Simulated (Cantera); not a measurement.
**Adiabatic ignition**

An adiabatic, constant-pressure homogeneous reactor starts with CO : H2 : O2 : N2 : CO2 = 1 : 0.56 : 1.56 : 7.8 : 0.47 (molar parts), equivalence ratio 0.50, at 1523 K and 3750 Torr.

Cantera simulation using GRI-Mech 3.0 (53 species, 325 reactions); the numbers are that mechanism's predictions, not measurements. The hydrogen kinetics of GRI-Mech 3.0 are dated; newer H2 mechanisms differ, most at raised pressure.

```tsv
t (s)	T (K)	x CO	x H2	x O2	x NO	x OH
3.00e-6	1524	0.0878	0.0487	0.137	7.52e-11	9.76e-5
1.02e-5	1923	0.0563	0.00259	0.0929	1.76e-5	0.00743
3.44e-5	2267	0.0224	0.00137	0.0798	7.08e-5	0.00745
0.000116	2412	0.00853	0.000509	0.0753	0.000193	0.00502
0.000393	2438	0.00577	0.000362	0.0743	0.000475	0.00434
0.00133	2437	0.00572	0.000359	0.0738	0.00135	0.00431
0.00451	2432	0.00563	0.000355	0.0726	0.00387	0.00423
0.0152	2424	0.00547	0.000346	0.0702	0.00854	0.00409
0.0516	2420	0.00539	0.000342	0.0690	0.0109	0.00401
0.175	2420	0.00539	0.000342	0.0690	0.0110	0.00401
0.591	2420	0.00539	0.000342	0.0690	0.0110	0.00401
2.00	2420	0.00539	0.000342	0.0690	0.0110	0.00401
```
x: mole fraction; the columns are a selection and need not sum to one.

time of steepest temperature rise: 5.29 µs
temperature at 2.00 s: 2420 K
equilibrium temperature: 2420 K
x(CO) at 2.00 s: 0.00539 (gas-phase equilibrium 0.00539)
x(H2) at 2.00 s: 0.000342 (gas-phase equilibrium 0.000342)
x(O2) at 2.00 s: 0.0690 (gas-phase equilibrium 0.0690)
